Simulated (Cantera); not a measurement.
An adiabatic, constant-volume homogeneous reactor starts with H2 : O2 : N2 = 1 : 0.385 : 1.45 (molar parts), at 1148 K and 100000 Pa. Integrator tolerance rtol = 1e-08.

Model: GRI-Mech 3.0 (53 species, 325 reactions), integrated in Cantera.

What does this change do: 0.15 parts CO2 added?


```
quantity                                                            before                                    after
---------------------------------  ---------------------------------------  ---------------------------------------
time of steepest temperature rise                                  63.0 µs                                  67.2 µs
temperature at 2.00 s                                               2947 K                                   2843 K
equilibrium temperature                                             2947 K                                   2843 K
x(H2) at 2.00 s                        0.104 (gas-phase equilibrium 0.104)    0.0699 (gas-phase equilibrium 0.0699)
x(O2) at 2.00 s                    0.00389 (gas-phase equilibrium 0.00389)  0.00497 (gas-phase equilibrium 0.00497)
x(H2O) at 2.00 s                       0.263 (gas-phase equilibrium 0.263)      0.285 (gas-phase equilibrium 0.285)
x(N2O) at 2.00 s                   3.77e-7 (gas-phase equilibrium 3.77e-7)  3.45e-7 (gas-phase equilibrium 3.45e-7)
x(NO) at 2.00 s                    0.00518 (gas-phase equilibrium 0.00518)  0.00498 (gas-phase equilibrium 0.00498)
x(HO2) at 2.00 s                   3.85e-6 (gas-phase equilibrium 3.85e-6)  3.89e-6 (gas-phase equilibrium 3.89e-6)
x(H2O2) at 2.00 s                  3.97e-7 (gas-phase equilibrium 3.97e-7)  4.04e-7 (gas-phase equilibrium 4.04e-7)
```

What does this change do: H2 1 to 0.69 parts?


| quantity | before | after |
|---|---|---|
| time of steepest temperature rise | 63.0 µs | 61.1 µs |
| temperature at 2.00 s | 2947 K | 2884 K |
| equilibrium temperature | 2947 K | 2884 K |
| x(H2) at 2.00 s | 0.104 (gas-phase equilibrium 0.104) | 0.0342 (gas-phase equilibrium 0.0342) |
| x(O2) at 2.00 s | 0.00389 (gas-phase equilibrium 0.00389) | 0.0212 (gas-phase equilibrium 0.0212) |
| x(H2O) at 2.00 s | 0.263 (gas-phase equilibrium 0.263) | 0.249 (gas-phase equilibrium 0.249) |
| x(N2O) at 2.00 s | 3.77e-7 (gas-phase equilibrium 3.77e-7) | 8.92e-7 (gas-phase equilibrium 8.92e-7) |
| x(NO) at 2.00 s | 0.00518 (gas-phase equilibrium 0.00518) | 0.0118 (gas-phase equilibrium 0.0118) |
| x(HO2) at 2.00 s | 3.85e-6 (gas-phase equilibrium 3.85e-6) | 1.17e-5 (gas-phase equilibrium 1.17e-5) |
| x(H2O2) at 2.00 s | 3.97e-7 (gas-phase equilibrium 3.97e-7) | 7.84e-7 (gas-phase equilibrium 7.84e-7) |
